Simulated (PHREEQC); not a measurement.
Consider water at 25 °C with 1.5 mmol/kgw AgNO3, 11 mmol/kgw NaCl and 0.051 mmol/kgw Cu(NO3)2. Closed to the air; pH follows from the charge balance.

The numbers come from PHREEQC with the ion-association model, wateq4f.dat.

Each row changes one thing in this solution. Precipitation was switched off in this run.

```tsv
case	pH	ionic strength (mol/kgw)
as made	5.92	0.0112
NaCl left out	5.87	___
diluted 100-fold with water	6.58	0.000124
Cu(NO3)2 replaced by Pb(NO3)2 at the same molality	6.14	0.0112
NaCl replaced by FeCl3 at the same molality	___	0.0558
AgNO3 replaced by Ba(NO3)2 at the same molality	5.93	0.0157
Cu(NO3)2 left out	7.00	0.0111
Cu(NO3)2 from 5.1e-05 to 7.65e-05 mol/kgw	___	___
```

Task: Some entries are withheld; supply them.

Result: 
- NaCl left out, ionic strength (mol/kgw): 0.00165
- NaCl replaced by FeCl3 at the same molality, pH: 2.32
- Cu(NO3)2 from 5.1e-05 to 7.65e-05 mol/kgw, pH: 5.85
- Cu(NO3)2 from 5.1e-05 to 7.65e-05 mol/kgw, ionic strength (mol/kgw): 0.0113

Some of these states are supersaturated (in Cerargyrite, Hematite (slow to form), for instance). The database's constant for dissolved Cu(OH)2 is higher than later reviews accept.
